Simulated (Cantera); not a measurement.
A Cantera script and what it prints.

```python
import numpy as np
import cantera as ct

gas_names = """
    Br2 H HBr
""".split()
cond_names = """

""".split()


# ... load() reads the species with a 1 bar reference pressure and builds the phases ...
species = {s.name: s for s in load("nasa_gas.yaml", gas_names) + load("nasa_condensed.yaml", cond_names)}
# Each term lists the table entries of one substance; the one whose range holds T is used.
reactions = {
    'Br2(g) + 2 H(g) = 2 HBr(g)':
        [(-1, ['Br2']), (-2, ['H']), (2, ['HBr'])],
}


def pick(names, T):
    return next(species[n] for n in names if species[n].thermo.min_temp <= T <= species[n].thermo.max_temp)


results = []
for label, terms in reactions.items():
    print(label)
    print("     T/K   dH/kJ  dS/(J/K)   dG/kJ   log10 K")
    for T in [1623, 1673, 1723, 1773, 1823, 1873]:
        used = [(nu, pick(names, T)) for nu, names in terms]
        dH = sum(nu * s.thermo.h(T) for nu, s in used) / 1e6
        dS = sum(nu * s.thermo.s(T) for nu, s in used) / 1e3
        dG = dH - T * dS / 1e3
        logK = -dG * 1e6 / (ct.gas_constant * T * np.log(10))
        results.append((label, T, dH, dS, dG, logK, [s.name for _, s in used]))
        print(f"{T:8g} {dH:8.1f} {dS:8.1f} {dG:8.1f} {logK:8.2f}")
```

Output:

```
Br2(g) + 2 H(g) = 2 HBr(g)
     T/K   dH/kJ  dS/(J/K)   dG/kJ   log10 K
    1623   -559.9   -105.9   -388.1    12.49
    1673   -560.4   -106.2   -382.8    11.95
    1723   -560.8   -106.4   -377.4    11.44
    1773   -561.3   -106.7   -372.1    10.96
    1823   -561.8   -107.0   -366.8    10.51
    1873   -562.2   -107.2   -361.4    10.08
```

Source: NASA polynomial tables (part measured, part estimated), evaluated in Cantera. Condensed species are held in their standard states even where they would react or evaporate.
